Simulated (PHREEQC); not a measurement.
Brine

A solution holds 0.39 mol/kgw MgSO4, 2.8 mol/kgw KCl and 2.7 mol/kgw KBr, at 25 °C. Closed to the air; pH follows from the charge balance.

All values are PHREEQC results (Pitzer model, pitzer.dat), not measurements.

Each row changes one thing in this solution. This is a speciation only: nothing precipitates in the calculation.

```
case                         MgOH+ (mol/kgw)  HSO4- (mol/kgw)  SI of Schoenite (K2Mg(SO4)2:6H2O)  SI of Leonite (K2Mg(SO4)2:4H2O)
---------------------------  ---------------  ---------------  ---------------------------------  -------------------------------
as made                              1.73e-6          1.48e-6                              -0.08                            -0.23
diluted 100-fold with water          2.76e-8          1.75e-8                              -6.94                              ___
diluted 2-fold with water                ___              ___                              -1.37                            -1.63
KCl left out                         1.25e-6          9.29e-7                              -0.56                            -0.81
```

Question: Complete the blanks.

Answer: 
- diluted 100-fold with water, SI of Leonite (K2Mg(SO4)2:4H2O): -7.29
- diluted 2-fold with water, MgOH+ (mol/kgw): 5.70e-7
- diluted 2-fold with water, HSO4- (mol/kgw): 3.63e-7

Some of these states are supersaturated (in Arcanite, for instance).
